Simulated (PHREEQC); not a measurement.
A column of 1 m (40 cells, dispersivity 0.035 m, 60 s a shift, diffusion coefficient 3e-10 m²/s) holds 0.12 eq of the database's cation exchanger X per kg of pore water, first in equilibrium with 6.1 mmol/kgw CaCl2 and 0.01 mmol/kgw HCl. It is flushed with 0.046 mol/kgw MgCl2, 0.00065 mol/kgw ZnCl2, 0.015 mol/kgw NaCl and 1e-05 mol/kgw HCl, at 15 °C. Values are for the last cell. CO2 from the air is kept out. No solid was allowed to form.

Base run: PHREEQC, ion-association model, phreeqc.dat. Each further column changes one thing. The table gives Ca in solution (mol/kgw).

```json
[
 {"pore volumes": "0", "base": "0.00610", "exchange capacity from 0.12 to 0.06 eq/kgw": "0.00610", "dispersivity from 0.035 to 0.07 m": "0.00610"},
 {"pore volumes": "0.4625", "base": "0.00619", "exchange capacity from 0.12 to 0.06 eq/kgw": "0.00619", "dispersivity from 0.035 to 0.07 m": "0.00717"},
 {"pore volumes": "0.9125", "base": "0.0250", "exchange capacity from 0.12 to 0.06 eq/kgw": "0.0234", "dispersivity from 0.035 to 0.07 m": "0.0266"},
 {"pore volumes": "1.363", "base": "0.0390", "exchange capacity from 0.12 to 0.06 eq/kgw": "0.0259", "dispersivity from 0.035 to 0.07 m": "?"},
 {"pore volumes": "1.812", "base": "0.0292", "exchange capacity from 0.12 to 0.06 eq/kgw": "0.0132", "dispersivity from 0.035 to 0.07 m": "0.0258"},
 {"pore volumes": "2.263", "base": "0.0188", "exchange capacity from 0.12 to 0.06 eq/kgw": "?", "dispersivity from 0.035 to 0.07 m": "?"},
 {"pore volumes": "2.712", "base": "0.0115", "exchange capacity from 0.12 to 0.06 eq/kgw": "0.00212", "dispersivity from 0.035 to 0.07 m": "0.0118"},
 {"pore volumes": "3.163", "base": "0.00670", "exchange capacity from 0.12 to 0.06 eq/kgw": "0.000720", "dispersivity from 0.035 to 0.07 m": "0.00775"},
 {"pore volumes": "3.612", "base": "0.00373", "exchange capacity from 0.12 to 0.06 eq/kgw": "0.000225", "dispersivity from 0.035 to 0.07 m": "0.00500"},
 {"pore volumes": "4.062", "base": "0.00198", "exchange capacity from 0.12 to 0.06 eq/kgw": "6.63e-5", "dispersivity from 0.035 to 0.07 m": "0.00318"},
 {"pore volumes": "4.513", "base": "0.00101", "exchange capacity from 0.12 to 0.06 eq/kgw": "1.87e-5", "dispersivity from 0.035 to 0.07 m": "0.00199"},
 {"pore volumes": "4.963", "base": "0.000492", "exchange capacity from 0.12 to 0.06 eq/kgw": "5.09e-6", "dispersivity from 0.035 to 0.07 m": "0.00123"}
]
```

Q: Some entries are withheld; supply them.

A: 
- 1.363, dispersivity from 0.035 to 0.07 m: 0.0334
- 2.263, exchange capacity from 0.12 to 0.06 eq/kgw: 0.00561
- 2.263, dispersivity from 0.035 to 0.07 m: 0.0178
